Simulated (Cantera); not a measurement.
Input: 1 mol BaF2, 0.26 mol H2, equilibrated at 24.8 Torr.

Method: chemical equilibrium by Gibbs-energy minimisation in Cantera with the NASA 1993 tables (ideal gas, pure condensed phases). Candidate condensed phases: Ba, BaF2; 14 gas species. The numbers say what is thermodynamically allowed, not how fast it happens. All values below are at 1452 °C.

Base state: H2 0.955, BaF2 0.0330, HF 0.00538, BaF 0.00533, H 0.000999, Ba 2.79e-5 (mole fractions); condensed: BaF2(l).

What changes in the equilibrium state with this change: BaF2 replaced by CsCl?


```csv
species,before,after
CsCl,0,0.782
H2,0.955,0.203
Cs,0,0.00604
BaF2,0.0330,0
HCl,0,0.00603
HF,0.00538,0
BaF,0.00533,0
Cs2Cl2,0,0.00235
Ba,2.79e-5,0
"BaF2(l), mol",0.990,0
```
Further candidate phases: Cs, CsCl.
